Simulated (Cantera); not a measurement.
# Stirred combustor or abatement burner

A perfectly stirred reactor is fed with H2 : O2 : N2 = 1 : 0.455 : 1.71 (molar parts), equivalence ratio 1.1, at 10.0 bar; it is adiabatic with a 375 K inlet, and is followed from long to short residence time, starting on the burning branch (τ in s: 0.081, 0.034, 0.014, 0.0059, 0.0025, 0.001, 0.00044, 0.00018, 7.6e-05, 3.2e-05, 1.3e-05, 5.6e-06).

Model: GRI-Mech 3.0 (53 species, 325 reactions), integrated in Cantera. The hydrogen kinetics of GRI-Mech 3.0 are dated; newer H2 mechanisms differ, most at raised pressure.

```csv
τ (s),T (K),x H2,x O2,x N2O,x NO,x NO2
0.081,2489,0.0352,0.000298,1.17e-7,0.000731,7.74e-8
0.034,2489,0.0352,0.000315,1.17e-7,0.000712,7.65e-8
0.014,2487,0.0353,0.000356,1.18e-7,0.000670,7.45e-8
0.0059,2485,0.0354,0.000446,1.20e-7,0.000593,7.07e-8
0.0025,2479,0.0358,0.000631,1.26e-7,0.000482,6.49e-8
0.0010,2467,0.0366,0.00102,1.39e-7,0.000354,5.78e-8
0.00044,2448,0.0379,0.00164,1.56e-7,0.000257,5.17e-8
0.00018,2416,0.0402,0.00274,1.77e-7,0.000178,4.50e-8
7.6e-5,2369,0.0435,0.00437,1.97e-7,0.000126,3.89e-8
3.2e-5,2303,0.0480,0.00675,2.14e-7,9.19e-5,3.40e-8
1.3e-5,2208,0.0540,0.0102,2.25e-7,7.06e-5,3.08e-8
5.6e-6,2089,0.0612,0.0149,2.27e-7,5.58e-5,2.80e-8
```
x: mole fraction; the columns are a selection and need not sum to one.
